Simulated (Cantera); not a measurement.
Feed: 1 mol Fe3O4, 1.9 mol C, 0.21 mol H2, held at 6.30 mbar.

Method: chemical equilibrium by Gibbs-energy minimisation in Cantera with the NASA 1993 tables (ideal gas, pure condensed phases). Candidate condensed phases: C, C6H6, C7H8, C8H18, Fe, Fe(CO)5, FeO, Fe(OH)2, Fe(OH)3, Fe2O3, Fe3O4, H2O; 114 gas species. Each liquid is taken as pure. Mutual solubility and eutectic melting of coexisting phases are not modelled. The tables' stoichiometric FeO is somewhat more stable than real wüstite, so its field is too wide. FeO: taken at fixed stoichiometry. Kinetics and transport are ignored.

log p: log10 of the partial pressure in bar; n: condensed amount in mol.

| T (K) | log p CO | log p Fe | log p CO2 | log p FeO | log p H2 | log p O2 | log p O | log p H2O | log p H | log p OH | n Fe(δ) | n FeO(l) | n Fe(l) |
|---|---|---|---|---|---|---|---|---|---|---|---|---|---|
| 1748 | -2.30 | -4.87 | -3.19 | -7.21 | -3.37 | -9.64 | -8.96 | -3.71 | -5.33 | -6.90 | 1.18 | 1.82 | 0 |
| 1848 | -2.30 | [?] | -3.24 | [?] | -3.37 | [?] | [?] | -3.71 | [?] | [?] | 0 | 1.84 | 1.14 |
| 1948 | -2.30 | [?] | -3.28 | [?] | -3.39 | [?] | [?] | -3.72 | [?] | [?] | 0 | 1.85 | 1.08 |
| 2048 | -2.33 | -3.21 | -3.34 | -5.19 | -3.44 | -7.42 | -6.73 | -3.76 | -4.37 | -5.66 | 0 | 1.86 | 0.907 |
| 2148 | -2.43 | -2.77 | -3.46 | -4.65 | -3.55 | -6.82 | -6.12 | -3.87 | -4.16 | -5.37 | 0 | 1.86 | 0.336 |
| 2248 | -2.53 | -2.64 | -3.31 | -4.16 | -3.76 | -5.73 | -5.30 | -3.81 | -4.01 | -4.89 | 0 | 1.70 | 0 |
| 2348 | -2.63 | -2.60 | -3.12 | -3.71 | -4.04 | -4.58 | -4.47 | -3.76 | -3.93 | -4.42 | 0 | 1.33 | 0 |
| 2448 | -2.87 | -2.55 | -3.08 | -3.31 | -4.51 | -3.54 | -3.72 | -3.94 | -3.95 | -4.10 | 0 | 0.124 | 0 |
| 2548 | -2.84 | -2.55 | -3.23 | -3.40 | -4.56 | -3.43 | -3.45 | -4.15 | -3.79 | -4.04 | 0 | 0 | 0 |

Q: Fill in the missing entries.

A: 
- 1948, log p Fe: -3.70
- 1948, log p FeO: -5.79
- 1948, log p O2: -8.09
- 1948, log p O: -7.40
- 1948, log p H: -4.64
- 1948, log p OH: -6.02
- 1848, log p Fe: -4.24
- 1848, log p FeO: -6.46
- 1848, log p O2: -8.84
- 1848, log p O: -8.14
- 1848, log p H: -4.96
- 1848, log p OH: -6.44
